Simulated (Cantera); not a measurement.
Input: 1 mol Pb, 0.13 mol O₂, 56 mol H₂, held at 10.0 Torr.

Equilibrium computed with Cantera from the NASA thermochemical tables; the gas is ideal and each condensed phase is pure. Candidate condensed phases: H₂O, Pb, PbO, PbO₂, Pb₃O₄; 12 gas species. The numbers say what is thermodynamically allowed, not how fast it happens.

x: gas mole fraction; n: condensed amount in mol.

```json
[
 {"T (°C)": "227", "x H₂": "0.995", "x Pb": "<1e-12", "x H₂O": "0.00464", "x H": "<1e-12", "x Pb₂": "<1e-12", "x PbO": "<1e-12", "x OH": "<1e-12", "n Pb(s)": "1.00", "n Pb(l)": "0"},
 {"T (°C)": "302", "x H₂": "0.995", "x Pb": "7.19e-11", "x H₂O": "0.00464", "x H": "<1e-12", "x Pb₂": "<1e-12", "x PbO": "<1e-12", "x OH": "<1e-12", "n Pb(s)": "1.00", "n Pb(l)": "0"},
 {"T (°C)": "377", "x H₂": "0.995", "x Pb": "7.02e-9", "x H₂O": "0.00464", "x H": "<1e-12", "x Pb₂": "<1e-12", "x PbO": "<1e-12", "x OH": "<1e-12", "n Pb(s)": "0", "n Pb(l)": "1.00"},
 {"T (°C)": "452", "x H₂": "0.995", "x Pb": "2.53e-7", "x H₂O": "0.00464", "x H": "<1e-12", "x Pb₂": "<1e-12", "x PbO": "<1e-12", "x OH": "<1e-12", "n Pb(s)": "0", "n Pb(l)": "1.000"},
 {"T (°C)": "527", "x H₂": "0.995", "x Pb": "4.61e-6", "x H₂O": "0.00464", "x H": "2.50e-11", "x Pb₂": "<1e-12", "x PbO": "<1e-12", "x OH": "<1e-12", "n Pb(s)": "0", "n Pb(l)": "1.000"},
 {"T (°C)": "602", "x H₂": "0.995", "x Pb": "5.06e-5", "x H₂O": "0.00464", "x H": "4.33e-10", "x Pb₂": "1.86e-11", "x PbO": "<1e-12", "x OH": "<1e-12", "n Pb(s)": "0", "n Pb(l)": "0.997"},
 {"T (°C)": "677", "x H₂": "0.995", "x Pb": "0.000377", "x H₂O": "0.00464", "x H": "4.81e-9", "x Pb₂": "5.40e-10", "x PbO": "[?]", "x OH": "<1e-12", "n Pb(s)": "0", "n Pb(l)": "0.979"},
 {"T (°C)": "752", "x H₂": "0.993", "x Pb": "0.00209", "x H₂O": "0.00463", "x H": "3.76e-8", "x Pb₂": "9.46e-9", "x PbO": "[?]", "x OH": "<1e-12", "n Pb(s)": "0", "n Pb(l)": "0.883"},
 {"T (°C)": "827", "x H₂": "0.986", "x Pb": "0.00909", "x H₂O": "0.00460", "x H": "2.22e-7", "x Pb₂": "1.11e-7", "x PbO": "[?]", "x OH": "4.63e-12", "n Pb(s)": "0", "n Pb(l)": "0.486"},
 {"T (°C)": "902", "x H₂": "0.978", "x Pb": "0.0175", "x H₂O": "0.00456", "x H": "1.05e-6", "x Pb₂": "2.71e-7", "x PbO": "[?]", "x OH": "3.41e-11", "n Pb(s)": "0", "n Pb(l)": "0"},
 {"T (°C)": "977", "x H₂": "0.978", "x Pb": "0.0175", "x H₂O": "0.00456", "x H": "4.14e-6", "x Pb₂": "1.86e-7", "x PbO": "[?]", "x OH": "1.99e-10", "n Pb(s)": "0", "n Pb(l)": "0"},
 {"T (°C)": "1052", "x H₂": "0.978", "x Pb": "0.0175", "x H₂O": "0.00456", "x H": "1.40e-5", "x Pb₂": "1.34e-7", "x PbO": "[?]", "x OH": "9.53e-10", "n Pb(s)": "0", "n Pb(l)": "0"},
 {"T (°C)": "1127", "x H₂": "0.978", "x Pb": "0.0175", "x H₂O": "0.00456", "x H": "4.17e-5", "x Pb₂": "9.95e-8", "x PbO": "[?]", "x OH": "3.86e-9", "n Pb(s)": "0", "n Pb(l)": "0"}
]
```

Task: Some entries are withheld; supply them.

Result: 
- 677, x PbO: 2.25e-12
- 752, x PbO: 3.86e-11
- 827, x PbO: 4.47e-10
- 902, x PbO: 2.03e-9
- 977, x PbO: 4.32e-9
- 1052, x PbO: 8.46e-9
- 1127, x PbO: 1.54e-8
